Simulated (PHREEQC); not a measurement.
PHREEQC input (ion-association model, wateq4f.dat):

```
SOLUTION_SPECIES
  PO4-3 + 3H+ = H3PO4  # constants of phreeqc.dat
    -log_k 21.721
    -delta_h -10.1 kJ
SOLUTION 1
  temp 25
  units mol/kgw
  pH 7 charge
END
SELECTED_OUTPUT 1
  -reset false
  -pH true
  -pe true
  -ionic_strength true
  -water true
  -totals Ca P Rb
  -molalities H+ Ca+2 PO4-3 Rb+ HPO4-2 H2PO4- CaHPO4 CaOH+ O2 CaPO4-
    CaH2PO4+ OH- H3PO4
  -equilibrium_phases Hydroxyapatite Portlandite
PRINT
  -reset false
USE solution 1
REACTION 1
  RbOH 1
  0 0.0417 0.0833 0.125 0.167 0.208 0.25 0.292 0.333 0.375 0.417 0.458 0.5 moles
EQUILIBRIUM_PHASES 1
  Hydroxyapatite 0 0.2
  Portlandite 0 0
  O2(g) -0.68 10
END
```

Selected output (columns that matter, 13 of 13 rows; RbOH added (mol) added in front):

```
RbOH added (mol)	pH	mu	Ca	P	Rb	m_H+	m_Ca+2	m_PO4-3	m_Rb+	m_HPO4-2	m_CaOH+	m_OH-
0	9.0518	5.0425e-05	1.4281e-05	8.5687e-06	0	8.9473e-10	1.4059e-05	4.3569e-09	0	8.2304e-06	2.565e-09	1.1374e-05
0.0417	12.536	0.041704	1.2387e-06	7.432e-07	0.0417	3.3807e-13	8.273e-07	4.8185e-07	0.0417	1.2677e-07	2.7679e-07	0.0417
0.0833	12.811	0.083305	1.5264e-06	9.1583e-07	0.0833	1.8559e-13	9.0819e-07	7.1637e-07	0.0833	7.7791e-08	4.9652e-07	0.0833
0.125	12.97	0.12501	1.8018e-06	1.0811e-06	0.125	1.3125e-13	9.7983e-07	9.0893e-07	0.125	5.8083e-08	7.0789e-07	0.125
0.167	13.083	0.16701	2.062e-06	1.2372e-06	0.167	1.0268e-13	1.0388e-06	1.0813e-06	0.167	4.7144e-08	9.1436e-07	0.167
0.208	13.168	0.20801	2.3017e-06	1.381e-06	0.208	8.5305e-14	1.0859e-06	1.2359e-06	0.208	4.0266e-08	1.1109e-06	0.208
0.25	13.239	0.25001	2.5351e-06	1.5211e-06	0.25	7.3056e-14	1.1256e-06	1.384e-06	0.25	3.5299e-08	1.3077e-06	0.25
0.292	13.299	0.29201	2.758e-06	1.6548e-06	0.292	6.4098e-14	1.1582e-06	1.524e-06	0.292	3.1598e-08	1.5006e-06	0.292
0.333	13.35	0.33301	2.9669e-06	1.7801e-06	0.333	5.7382e-14	1.1843e-06	1.6543e-06	0.333	2.8781e-08	1.6855e-06	0.333
0.375	13.396	0.37501	3.173e-06	1.9038e-06	0.375	5.1914e-14	1.2062e-06	1.7821e-06	0.375	2.6456e-08	1.8716e-06	0.375
0.417	13.437	0.41701	3.3722e-06	2.0233e-06	0.417	4.7464e-14	1.2238e-06	1.9052e-06	0.417	2.4543e-08	2.0548e-06	0.417
0.458	13.473	0.45801	3.5606e-06	2.1364e-06	0.458	4.3847e-14	1.2376e-06	2.0212e-06	0.458	2.2972e-08	2.2308e-06	0.458
0.5	13.507	0.50001	3.7481e-06	2.2488e-06	0.5	4.0707e-14	1.2486e-06	2.1364e-06	0.5	2.1596e-08	2.4085e-06	0.5
```

Species that the database lacks are ignored. H3PO4, which wateq4f.dat lacks, is added to it with the constant of phreeqc.dat.
